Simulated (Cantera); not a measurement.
Feed: 1 mol SiCl₄, 2.9 mol Cl₂, 2.6 mol H₂, held at 1450 K and 100000 Pa.

These are equilibrium values from Cantera (NASA tables, ideal gas, pure condensed phases), not measurements of a reactor. The tables' values for SiCl₃ are old estimates; treat these amounts as uncertain. Kinetics and transport are ignored.

```csv
species,before,after
HCl,0.797,0.798
SiCl₄,0.153,0.153
Cl₂,0.0418,0.0436
Cl,0.00843,0.00480
SiCl₃,1.10e-5,3.12e-6
```
Gas species are given as mole fractions.

Problem. What was changed between the two runs?
A) temperature from 1450 K to 1525 K
B) H₂ from 2.6 to 0.8 mol
C) temperature from 1450 K to 1373 K
D) SiCl₄ replaced by Si

Solution. C, temperature from 1450 K to 1373 K
